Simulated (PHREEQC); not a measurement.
Model water analysis in mg/kgw, 60 °C, pH 2.24, pe 9.8: Na 2200; K 157; Ca 183; Mg 133; Cl 1100; S(6) as SO4 4960; Mn(2) 2.48; Pb 632; Zn 11.8.

Valence states are taken as typed.

Computed with PHREEQC (ion-association model, wateq4f.dat).

No solid was allowed to form.

Problem. Estimate the ionic strength, charge-balance error.

Solution. ionic strength 0.140 mol/kgw; charge-balance error 6.3 %.

Problem. In which forms is Zn present?

Solution. Zn+2 49 %, ZnSO4 39 %, Zn(SO4)2-2 6.5 %, ZnCl+ 5.4 % of the Zn.

Examples of supersaturated solids here: Anglesite. Others may be too. At this temperature some constants are extrapolated from 25 °C, and those without enthalpy data are left unchanged.
